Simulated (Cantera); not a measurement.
## Abatement and gas-phase synthesis: SO2 + H2

Input: 1 mol SO2, a varied amount of H2, equilibrated at 3548 K and 0.100 bar.

Equilibrium computed with Cantera from the NASA thermochemical tables; the gas is ideal and each condensed phase is pure. Candidate condensed phases: H2O, H2SO4, S; 19 gas species. The numbers say what is thermodynamically allowed, not how fast it happens.

From 0.4 mol H2 to 13 mol H2 nothing is condensed.

| n(H2) (mol) | log p H | log p O | log p S | log p SO | log p H2 | log p O2 | log p OH | log p SO2 | log p H2O |
|---|---|---|---|---|---|---|---|---|---|
| 0.4 | -1.68 | -1.44 | -1.79 | -1.84 | -2.99 | -2.36 | -2.51 | -2.63 | -3.50 |
| 0.56 | -1.58 | -1.47 | -1.81 | -1.90 | -2.79 | -2.43 | -2.45 | -2.72 | -3.34 |
| 0.79 | -1.49 | -1.52 | -1.84 | -1.97 | -2.61 | -2.52 | -2.40 | -2.84 | -3.20 |
| 1.1 | -1.41 | -1.57 | -1.88 | -2.06 | -2.46 | -2.63 | -2.38 | -2.98 | -3.10 |
| 1.6 | -1.34 | -1.64 | -1.93 | -2.19 | -2.31 | -2.78 | -2.38 | -3.18 | -3.02 |
| 2.3 | -1.28 | -1.73 | -2.00 | -2.33 | -2.19 | -2.94 | -2.40 | -3.41 | -2.99 |
| 3.2 | -1.23 | -1.81 | -2.07 | -2.49 | -2.10 | -3.12 | -2.44 | -3.65 | -2.99 |
| 4.5 | -1.19 | -1.91 | -2.15 | -2.67 | -2.02 | -3.32 | -2.51 | -3.94 | -3.01 |
| 6.4 | -1.16 | -2.03 | -2.24 | -2.88 | -1.96 | -3.54 | -2.59 | -4.26 | -3.06 |
| 9.1 | -1.14 | -2.15 | -2.35 | -3.11 | -1.92 | -3.79 | -2.69 | -4.61 | -3.14 |
| 13 | -1.12 | -2.28 | -2.47 | -3.36 | -1.88 | -4.05 | -2.80 | -5.00 | -3.24 |
log p: log10 of the partial pressure in bar; nothing condenses.
